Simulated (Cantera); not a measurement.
## Dilute partial oxidation

An isothermal, constant-pressure homogeneous reactor starts with 0.430 % C₂H₆, 1.66 % O₂, 97.6 % N₂, 0.264 % CH₄, equivalence ratio 1.2, at 1098 K and 87000 Pa.

Cantera simulation using GRI-Mech 3.0 (53 species, 325 reactions); the numbers are that mechanism's predictions, not measurements.

```json
[
 {"t (s)": "3.00e-5", "x C₂H₆": "0.00430", "x O₂": "0.0166", "x C₂H": "<1e-12", "x H₂O": "6.61e-12", "x CH₄": "0.00264", "x HCO": "<1e-12"},
 {"t (s)": "0.000102", "x C₂H₆": "0.00430", "x O₂": "0.0166", "x C₂H": "<1e-12", "x H₂O": "1.39e-10", "x CH₄": "0.00264", "x HCO": "<1e-12"},
 {"t (s)": "0.000346", "x C₂H₆": "0.00430", "x O₂": "0.0166", "x C₂H": "<1e-12", "x H₂O": "2.61e-9", "x CH₄": "0.00264", "x HCO": "<1e-12"},
 {"t (s)": "0.00117", "x C₂H₆": "0.00430", "x O₂": "0.0166", "x C₂H": "<1e-12", "x H₂O": "3.93e-8", "x CH₄": "0.00264", "x HCO": "<1e-12"},
 {"t (s)": "0.00398", "x C₂H₆": "0.00429", "x O₂": "0.0166", "x C₂H": "<1e-12", "x H₂O": "8.05e-7", "x CH₄": "0.00264", "x HCO": "<1e-12"},
 {"t (s)": "0.0135", "x C₂H₆": "0.00424", "x O₂": "0.0166", "x C₂H": "<1e-12", "x H₂O": "2.45e-5", "x CH₄": "0.00263", "x HCO": "4.42e-11"},
 {"t (s)": "0.0458", "x C₂H₆": "0.000180", "x O₂": "0.0100", "x C₂H": "3.27e-11", "x H₂O": "0.00713", "x CH₄": "0.00147", "x HCO": "1.15e-7"},
 {"t (s)": "0.156", "x C₂H₆": "3.91e-12", "x O₂": "3.65e-7", "x C₂H": "<1e-12", "x H₂O": "0.0151", "x CH₄": "4.76e-7", "x HCO": "3.95e-9"},
 {"t (s)": "0.528", "x C₂H₆": "8.89e-12", "x O₂": "1.04e-9", "x C₂H": "<1e-12", "x H₂O": "0.0145", "x CH₄": "3.21e-7", "x HCO": "2.39e-10"},
 {"t (s)": "1.79", "x C₂H₆": "4.69e-12", "x O₂": "6.73e-11", "x C₂H": "<1e-12", "x H₂O": "0.0143", "x CH₄": "3.11e-7", "x HCO": "4.01e-11"},
 {"t (s)": "6.08", "x C₂H₆": "1.51e-12", "x O₂": "8.06e-12", "x C₂H": "<1e-12", "x H₂O": "0.0142", "x CH₄": "3.10e-7", "x HCO": "9.35e-12"},
 {"t (s)": "20.6", "x C₂H₆": "<1e-12", "x O₂": "1.06e-12", "x C₂H": "<1e-12", "x H₂O": "0.0142", "x CH₄": "3.09e-7", "x HCO": "2.72e-12"},
 {"t (s)": "70.0", "x C₂H₆": "<1e-12", "x O₂": "<1e-12", "x C₂H": "<1e-12", "x H₂O": "0.0141", "x CH₄": "3.09e-7", "x HCO": "<1e-12"}
]
```
x: mole fraction; the columns are a selection and need not sum to one.

Equilibrium at this temperature and pressure: C₂H₆ <1e-12, O₂ <1e-12, C₂H <1e-12, H₂O 0.0135, CH₄ 4.88e-11, HCO <1e-12 (gas phase only).
